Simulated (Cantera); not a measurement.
**Premixed flame**

A freely propagating, adiabatic, planar premixed flame of 22.2 % H2, 16.4 % O2, 61.4 % N2, unburnt at 450 K and 750 Torr; mixture-averaged transport, grid criteria slope 0.08 and curve 0.16, no radiation.

Computed with Cantera and the H2/O2 subset of GRI-Mech 3.0, which has no nitrogen chemistry. Burning velocities carry a grid error of a few per cent, more on coarse grids. Lean hydrogen flames are cellular in practice and burn faster than this planar one.

```tsv
z (mm)	T (K)	u (m/s)	x H2	x O2	x H2O	x H	x O	x HO2
-1.16	450	2.69	0.222	0.164	<1e-8	<1e-8	<1e-8	<1e-8
-0.772	450	2.69	0.222	0.164	1.49e-8	<1e-8	<1e-8	<1e-8
-0.579	450	2.69	0.222	0.164	1.77e-7	<1e-8	<1e-8	1.38e-8
-0.386	450	2.68	0.221	0.164	7.85e-6	<1e-8	2.14e-8	8.48e-7
-0.193	489	2.86	0.203	0.166	0.00213	2.51e-5	4.99e-6	0.000241
-0.0965	754	4.27	0.159	0.160	0.0291	0.00233	0.000243	0.000268
0	1150	6.35	0.0909	0.129	0.0994	0.0131	0.00330	0.000121
0.0965	1434	7.86	0.0381	0.0886	0.169	0.0209	0.00852	6.60e-5
0.193	1589	8.67	0.0202	0.0710	0.198	0.0193	0.0103	4.42e-5
0.386	1745	9.46	0.0137	0.0639	0.213	0.0126	0.00883	2.93e-5
0.772	1879	10.1	0.00969	0.0612	0.224	0.00637	0.00593	1.84e-5
1.54	1979	10.6	0.00564	0.0599	0.233	0.00248	0.00328	1.02e-5
3.09	2041	10.9	0.00266	0.0595	0.239	0.000747	0.00151	5.19e-6
```
x: mole fraction of selected species; z is measured from the peak of heat release.

The laminar burning velocity comes out as 269 cm/s, the thermal thickness comes out as 0.386 mm and the peak x(H) is 0.0211. The peak x(O) is 0.0103, the peak x(HO2) is 0.000386 and the grid points comes out as 113.
